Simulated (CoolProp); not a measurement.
Properties of R507A at several states (Tc = 343.8 K, pc = 3.705 MPa, ω = 0.286).

Computed with CoolProp (reference Helmholtz-energy equation of state, Lemmon 2003). It is a pseudo-pure fit of the blend.

| T (K) | p (MPa) | phase | Z | cp (kJ/(kg K)) | conductivity (mW/(m K)) |
|---|---|---|---|---|---|
| 275.2 | 1.6 | liquid | 0.05988 | 1.378 | 75.1 |
| 263.2 | 0.038 | gas | 0.9903 | 0.8024 | 10.8 |
| 338.1 | 0.0439 | gas | 0.9954 | 0.9320 | 16.3 |

Thermal conductivity comes from a separate model (Geller 2001).
